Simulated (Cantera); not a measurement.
Feed: 1 mol Si, a varied amount of Cl2, 18 mol H2, at 1050 °C and 0.100 bar.

Cantera equilibrium calculation (NASA polynomials, part measured and part estimated; ideal gas, pure solids and liquids). Candidate condensed phases: Si; 19 gas species. The numbers say what is thermodynamically allowed, not how fast it happens.

Problem. Which condensed phases are stable at each of these points (n(Cl2) (mol)): 0.5, 0.6, 0.72, 0.87, 1, 1.3, 1.5, 1.8, 2.2, 2.6?

Solution. 
| n(Cl2) (mol) | condensed phases | Si condensed (%) |
|---|---|---|
| 0.5 | Si(s) | 88.8 |
| 0.6 | Si(s) | 84.8 |
| 0.72 | Si(s) | 79.7 |
| 0.87 | Si(s) | 72.8 |
| 1 | Si(s) | 66.6 |
| 1.3 | Si(s) | 51.4 |
| 1.5 | Si(s) | 40.8 |
| 1.8 | Si(s) | 24.6 |
| 2.2 | Si(s) | 2.6 |
| 2.6 | gas only | 0.0 |

From 0.5 mol Cl2 to 2.2 mol Cl2 the condensed part is Si(s). At 2.6 mol Cl2 nothing is condensed.
